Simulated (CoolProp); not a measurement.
n-perfluorohexane along the isotherm 176.85 °C: Z from the reference equation and from simpler models built on Tc = 174.9 °C, pc = 1.742 MPa, ω = 0.497; each cubic takes its own stable root.

The numbers come from the reference Helmholtz-energy equation of state, Gao 2022 in CoolProp.

| p (MPa) | phase | reference | van der Waals | Redlich-Kwong | Soave-Redlich-Kwong | Peng-Robinson |
|---|---|---|---|---|---|---|
| 0.187 | gas | 0.9620 | 0.9676 | 0.9630 | 0.9632 | 0.9591 |
| 0.373 | gas | 0.9219 | 0.9335 | 0.9244 | 0.9247 | 0.9167 |
| 0.56 | gas | 0.8788 | 0.8968 | 0.8832 | 0.8837 | 0.8719 |
| 0.746 | gas | 0.8326 | 0.8574 | 0.8394 | 0.8402 | 0.8248 |
| 0.933 | gas | 0.7817 | 0.8140 | 0.7917 | 0.7928 | 0.7740 |
| 1.12 | gas | 0.7249 | 0.7655 | 0.7389 | 0.7405 | 0.7184 |
| 1.31 | gas | 0.6583 | 0.7082 | 0.6776 | 0.6799 | 0.6549 |
| 1.49 | gas | 0.5814 | 0.6412 | 0.6073 | 0.6108 | 0.5835 |
| 1.68 | gas | 0.4670 | 0.5363 | 0.5014 | 0.5090 | 0.4805 |
| 1.87 | supercritical | 0.2083 | 0.3089 | 0.2707 | 0.2799 | 0.2564 |
| 2.05 | supercritical | 0.2011 | 0.3087 | 0.2636 | 0.2676 | 0.2432 |
| 2.24 | supercritical | 0.2084 | 0.3201 | 0.2701 | 0.2729 | 0.2472 |
| 2.43 | supercritical | 0.2186 | 0.3348 | 0.2802 | 0.2826 | 0.2555 |
| 2.61 | supercritical | 0.2294 | 0.3501 | 0.2913 | 0.2934 | 0.2650 |
